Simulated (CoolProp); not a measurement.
1000 sccm (0 °C, 1 atm) of nitrogen bubbles through liquid dimethyl carbonate at 326.9 K and leaves saturated at a total pressure of 0.15 MPa (ideal gas phase). Each further row changes one setting.

Values from CoolProp's reference Helmholtz-energy equation of state, Zhou 2011.

```
case                      vapour pressure (kPa)  mole fraction of vapour  delivery (mg/min)  delivery (sccm)  change of delivery for a bath 1 K warmer (%)
------------------------  ---------------------  -----------------------  -----------------  ---------------  --------------------------------------------
as stated                                  27.2                      ___                890              ___                                           ___
bath temperature 331.9 K                   33.3                      ___                ___              ___                                           5.2
total pressure 0.3 MPa                     27.2                   0.0907                401              ___                                           4.6
```

Q: Complete the blanks.

A: 
- as stated, mole fraction of vapour: 0.181
- as stated, delivery (sccm): 221
- as stated, change of delivery for a bath 1 K warmer (%): 5.1
- bath temperature 331.9 K, mole fraction of vapour: 0.222
- bath temperature 331.9 K, delivery (mg/min): 1150
- bath temperature 331.9 K, delivery (sccm): 285
- total pressure 0.3 MPa, delivery (sccm): 99.7
